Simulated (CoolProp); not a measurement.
Vapour-liquid equilibrium of R125 (1) + ethanol (2) at 0.096 MPa; x and y are mole fractions of (1).

Model: multi-fluid Helmholtz-energy mixture model, Lemmon 2005 and Schroeder 2014; pair parameters Bell 2016, in CoolProp.

```tsv
x	bubble temperature, mixture model (K)	bubble temperature, Raoult's law (K)	y, mixture model	y, Raoult's law
0.05	___	306.0	0.983	0.879
0.15	245.9	271.3	___	0.988
0.25	237.6	256.6	0.999	0.996
0.35	233.5	247.7	0.999	0.999
0.45	231.2	241.5	1.000	0.999
0.55	229.7	236.8	1.000	1.000
0.65	___	233.1	1.000	1.000
0.75	___	229.9	1.000	1.000
0.85	226.4	227.3	1.000	1.000
0.95	224.9	225.0	1.000	1.000
```

### Question
Complete the blanks.

### Answer

- 0.05, bubble temperature, mixture model (K): 273.1
- 0.15, y, mixture model: 0.998
- 0.65, bubble temperature, mixture model (K): 228.6
- 0.75, bubble temperature, mixture model (K): 227.6

The largest gap from Raoult's law is -32.9 K in bubble temperature, at x = 0.05. No azeotrope shows between x = 0.05 and 0.95.

Pair parameters are fitted to limited data, so mixtures are less certain than the pure fluids. With so large a gap from Raoult's law the liquid may split in two, which this calculation doesn't test in full.
